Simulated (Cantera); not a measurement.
A closed system holds: 1 mol CH₃SiCl₃, 0.4 mol C₂H₂, 1400 mol H₂, held at 1500 °C and 0.100 bar.

Cantera equilibrium calculation (NASA polynomials, part measured and part estimated; ideal gas, pure solids and liquids). Candidate condensed phases: C, C₆H₆, C₇H₈, C₈H₁₈, Si, SiC; 109 gas species. The feed counts by its element totals alone. Kinetics and transport are ignored.

Base state: H₂ 0.997, HCl 0.00213, H 0.000898, C₂H₂ (acetylene) 0.000140, CH₄ 8.37e-5 (mole fractions); condensed: C(graphite) + SiC(s).

Question: What changes in the equilibrium state with this change: CH₃SiCl₃ replaced by (CH₃)₂SiCl₂?

Answer: 
```
species             before     after
----------------  --------  --------
H₂                   0.997     0.997
HCl                0.00213   0.00142
H                 0.000898  0.000898
CH₄                8.37e-5   8.39e-5
C₂H₂ (acetylene)  0.000140  0.000140
C(graphite), mol     0.289      1.29
SiC(s), mol          0.998     0.998
```

Question: What changes in the equilibrium state with this change: H₂ from 1400 to 9.2 mol?

Answer: 
```csv
species,before,after
H₂,0.997,0.766
HCl,0.00213,0.228
SiCl₂,3.12e-7,0.00462
SiCl₃,<1e-9,0.000217
SiCl₄,<1e-9,1.73e-5
"C(graphite), mol",0.289,0.858
"SiC(s), mol",0.998,0.939
```
The tables' values for SiCl₃ are old estimates; treat these amounts as uncertain.
